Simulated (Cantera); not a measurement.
A closed system holds: 1 mol Pb, 8 mol H2, at 0.0100 bar.

Method: chemical equilibrium by Gibbs-energy minimisation in Cantera with the NASA 1993 tables (ideal gas, pure condensed phases). Candidate condensed phases: Pb; 4 gas species. Rates play no part.

What share of the Pb ends up in condensed phases as a function of T (°C), at 300, 400, 500, 600, 700, 800, 900, 1000, 1100, 1200?


```json
[
 {"T (°C)": "300", "Pb condensed (%)": "100.0", "as": "Pb(s)"},
 {"T (°C)": "400", "Pb condensed (%)": "100.0", "as": "Pb(l)"},
 {"T (°C)": "500", "Pb condensed (%)": "100.0", "as": "Pb(l)"},
 {"T (°C)": "600", "Pb condensed (%)": "99.9", "as": "Pb(l)"},
 {"T (°C)": "700", "Pb condensed (%)": "99.3", "as": "Pb(l)"},
 {"T (°C)": "800", "Pb condensed (%)": "94.1", "as": "Pb(l)"},
 {"T (°C)": "900", "Pb condensed (%)": "64.8", "as": "Pb(l)"},
 {"T (°C)": "1000", "Pb condensed (%)": "0.0", "as": "-"},
 {"T (°C)": "1100", "Pb condensed (%)": "0.0", "as": "-"},
 {"T (°C)": "1200", "Pb condensed (%)": "0.0", "as": "-"}
]
```
